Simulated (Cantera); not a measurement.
Cantera run:

```python
import numpy as np
import cantera as ct

gas_names = """
    C CO COS CO2 CS CS2 C2 C2O C3 C3O2 C4 C5 O O2 O3 S SO SO2 SO3 S2 S2O S8
""".split()
cond_names = """
    C(gr) S(cr1) S(cr2) S(L)
""".split()


# ... load() reads the species with a 1 bar reference pressure and builds the phases ...
atoms = {
    'CS2': {'C': 1, 'S': 2},
    'SO2': {'S': 1, 'O': 2},
    'O2': {'O': 2},
}
top_T = {'C(gr)': 4500}  # K; cautious upper limits of use, not melting points


# ... equilibrate(T, P, feed) seeds the gas with the atoms and calls Mixture.equilibrate('TP', solver="vcs", rtol=1e-11, max_steps=5000) ...
results = []
feed = {'CS2': 1, 'SO2': 0.063, 'O2': 0.074}  # mol
P = 52  # Pa
for T in [900, 1050, 1200, 1350, 1500, 1650, 1800, 1950, 2100, 2250, 2400, 2550, 2700, 2850]:
    mix = equilibrate(T, P, feed)
    results.append((T, P, feed, dict(zip(mix.species_names, mix.species_moles))))
    x = sorted(zip(gas.X, gas.species_names), reverse=True)
    print(f"T = {T:g} K  P = {P:g} Pa  gas = {mix.phase_moles(0):.4g} mol")
    print("   x: " + "  ".join(f"{s} {v:.3e}" for v, s in x if v > 0.001))
    print("   condensed (mol): " + ("  ".join(f"{mix.phase(i).name} {mix.phase_moles(i):.4g}"
          for i in range(1, mix.n_phases) if mix.phase_moles(i) > 1e-12) or "none"))
```

Output:

```
T = 900 K  P = 52 Pa  gas = 1.287 mol
   x: CS2 5.646e-01  S2 2.229e-01  CO 1.838e-01  COS 2.845e-02
   condensed (mol): none
T = 1050 K  P = 52 Pa  gas = 1.302 mol
   x: CS2 5.577e-01  S2 2.318e-01  CO 2.047e-01  COS 5.756e-03
   condensed (mol): none
T = 1200 K  P = 52 Pa  gas = 1.305 mol
   x: CS2 5.563e-01  S2 2.334e-01  CO 2.084e-01  COS 1.631e-03
   condensed (mol): none
T = 1350 K  P = 52 Pa  gas = 1.307 mol
   x: CS2 5.536e-01  S2 2.345e-01  CO 2.091e-01  CS 2.093e-03
   condensed (mol): none
T = 1500 K  P = 52 Pa  gas = 1.316 mol
   x: CS2 5.372e-01  S2 2.390e-01  CO 2.080e-01  CS 1.466e-02
   condensed (mol): none
T = 1650 K  P = 52 Pa  gas = 1.351 mol
   x: CS2 4.742e-01  S2 2.554e-01  CO 2.027e-01  CS 6.320e-02  S 4.394e-03
   condensed (mol): none
T = 1800 K  P = 52 Pa  gas = 1.436 mol
   x: CS2 3.409e-01  S2 2.863e-01  CO 1.907e-01  CS 1.646e-01  S 1.743e-02
   condensed (mol): none
T = 1950 K  P = 52 Pa  gas = 1.564 mol
   x: S2 3.053e-01  CS 2.750e-01  CS2 1.893e-01  CO 1.752e-01  S 5.509e-02
   condensed (mol): none
T = 2100 K  P = 52 Pa  gas = 1.714 mol
   x: CS 3.389e-01  S2 2.790e-01  CO 1.599e-01  S 1.375e-01  CS2 8.473e-02
   condensed (mol): none
T = 2250 K  P = 52 Pa  gas = 1.893 mol
   x: CS 3.512e-01  S 2.692e-01  S2 2.024e-01  CO 1.448e-01  CS2 3.242e-02
   condensed (mol): none
T = 2400 K  P = 52 Pa  gas = 2.085 mol
   x: S 4.108e-01  CS 3.371e-01  CO 1.314e-01  S2 1.097e-01  CS2 1.106e-02
   condensed (mol): none
T = 2550 K  P = 52 Pa  gas = 2.227 mol
   x: S 5.052e-01  CS 3.224e-01  CO 1.230e-01  S2 4.577e-02  CS2 3.601e-03
   condensed (mol): none
T = 2700 K  P = 52 Pa  gas = 2.295 mol
   x: S 5.472e-01  CS 3.150e-01  CO 1.194e-01  S2 1.709e-02  CS2 1.219e-03
   condensed (mol): none
T = 2850 K  P = 52 Pa  gas = 2.322 mol
   x: S 5.628e-01  CS 3.118e-01  CO 1.180e-01  S2 6.483e-03
   condensed (mol): none
```

These are equilibrium values from Cantera (NASA tables, ideal gas, pure condensed phases), not measurements of a reactor. Gases not in the tables: S3 to S7.
